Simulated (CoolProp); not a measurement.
Vapour-liquid equilibrium of R134a (1) + R123 (2) at -17.95 °C; x and y are mole fractions of (1).

Model: multi-fluid Helmholtz-energy mixture model, Tillner-Roth 1994 and Younglove 1994; pair parameters Bell 2016, in CoolProp.

| x | bubble pressure, mixture model (kPa) | bubble pressure, Raoult's law (kPa) | y, mixture model | y, Raoult's law |
|---|---|---|---|---|
| 0.05 | 22.89 | 19.98 | 0.439 | 0.363 |
| 0.15 | 40.89 | 33.13 | 0.714 | 0.656 |
| 0.25 | 57.28 | 46.28 | 0.816 | 0.783 |
| 0.35 | 71.87 | 59.43 | 0.869 | 0.853 |
| 0.45 | 84.80 | 72.58 | 0.902 | 0.898 |
| 0.55 | 96.36 | 85.73 | 0.925 | 0.930 |
| 0.65 | 107.0 | 98.88 | 0.943 | 0.953 |
| 0.75 | 117.3 | 112.0 | 0.959 | 0.970 |
| 0.85 | 127.7 | 125.2 | 0.975 | 0.984 |
| 0.95 | 138.8 | 138.3 | 0.991 | 0.995 |

The largest gap from Raoult's law is +23.8 % in bubble pressure, at x = 0.25. No azeotrope shows between x = 0.05 and 0.95.

The pair parameters rest on a limited set of measurements; away from them the model extrapolates.
